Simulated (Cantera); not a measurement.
Hydrogen reduction and annealing atmospheres: Nb2O5 + H2

Input: 1 mol Nb2O5, a varied amount of H2, equilibrated at 2000 K and 101000 Pa.

Method: chemical equilibrium by Gibbs-energy minimisation in Cantera with the NASA 1993 tables (ideal gas, pure condensed phases). Candidate condensed phases: H2O, Nb, NbO, NbO2, Nb2O5; 12 gas species. Mutual solubility and eutectic melting of coexisting phases are not modelled. NbO: taken at fixed stoichiometry. Condensed phases not in the tables: the oxides between NbO2 and Nb2O5. Kinetics and transport are ignored.

From 16 mol H2 to 61 mol H2 the condensed part is NbO2(s). From 86 mol H2 to 240 mol H2 the condensed part is NbO(s) + NbO2(s). From 330 mol H2 to 640 mol H2 the condensed part is NbO(s). The main Nb-bearing gas is NbO2 throughout.

| n(H2) (mol) | log p H2 | log p H2O | log p H | log p OH | log p NbO2 | n NbO2(s) | n NbO(s) |
|---|---|---|---|---|---|---|---|
| 16 | -0.02 | -1.20 | -2.80 | -4.98 | -5.37 | 2.00 | 0 |
| 22 | -0.02 | -1.34 | -2.80 | -5.12 | -5.37 | 2.00 | 0 |
| 31 | -0.01 | -1.49 | -2.79 | -5.27 | -5.37 | 2.00 | 0 |
| 44 | 0.00 | -1.64 | -2.79 | -5.43 | -5.37 | 2.00 | 0 |
| 61 | 0.00 | -1.78 | -2.79 | -5.57 | -5.37 | 2.00 | 0 |
| 86 | 0.00 | -1.91 | -2.79 | -5.70 | -5.37 | 1.97 | 0.0335 |
| 120 | 0.00 | -1.91 | -2.79 | -5.70 | -5.37 | 1.56 | 0.442 |
| 170 | 0.00 | -1.91 | -2.79 | -5.70 | -5.37 | 0.956 | 1.04 |
| 240 | 0.00 | -1.91 | -2.79 | -5.70 | -5.37 | 0.115 | 1.88 |
| 330 | 0.00 | -2.04 | -2.79 | -5.83 | -5.50 | 0 | 2.00 |
| 460 | 0.00 | -2.18 | -2.79 | -5.97 | -5.64 | 0 | 2.00 |
| 640 | 0.00 | -2.32 | -2.79 | -6.11 | -5.79 | 0 | 2.00 |
log p: log10 of the partial pressure in bar; n: condensed amount in mol.
